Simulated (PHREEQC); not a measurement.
Dissolve 2.4 mmol/kgw Na2HAsO4 at 80 °C. Closed to the air; pH follows from the charge balance.

All values are PHREEQC results (ion-association model, wateq4f.dat), not measurements.

```
quantity                   before    after
------------------------  -------  -------
pH                           8.42     9.13
ionic strength (mol/kgw)  0.00714  0.00720
HAsO4-2 (mol/kgw)         0.00231  0.00237
H2AsO4- (mol/kgw)         7.76e-5  1.99e-5
AsO4-3 (mol/kgw)          6.99e-6  9.85e-6
```

Which change was made?
A) temperature from 80 to 60 °C
B) diluted 100-fold with water
C) Na2HAsO4 from 0.0024 to 0.00048 mol/kgw
D) temperature from 80 to 20 °C

D, temperature from 80 to 20 °C

This is a speciation only: nothing precipitates in the calculation. Away from 25 °C the constants follow the database's enthalpies or fits; those with neither stay at their 25 °C values.
